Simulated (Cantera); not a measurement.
A perfectly stirred reactor is fed with 27.4 % CO, 3.02 % H2, 2.28 % CH4, 14.1 % O2, 53.2 % N2, at 3750 Torr; it is adiabatic with a 725 K inlet, and is followed from long to short residence time, starting on the burning branch (τ in s: 0.051, 0.021, 0.0087, 0.0036, 0.0015, 0.00061, 0.00025, 0.0001, 4.2e-05, 1.7e-05, 7.2e-06).

Model: GRI-Mech 3.0 (53 species, 325 reactions), integrated in Cantera.

One state of this run: T (K) = 2395; x CO = 0.141; x H2 = 0.00855; x CH4 = 1.60e-5; x C2H2 = 2.29e-9; x CH2O = 2.74e-6. x: mole fraction; the columns are a selection and need not sum to one.

### Question
Which value of τ (s) does it belong to?
A) 0.0036
B) 0.021
C) 0.00010
D) 0.00025

### Answer
D, 0.00025
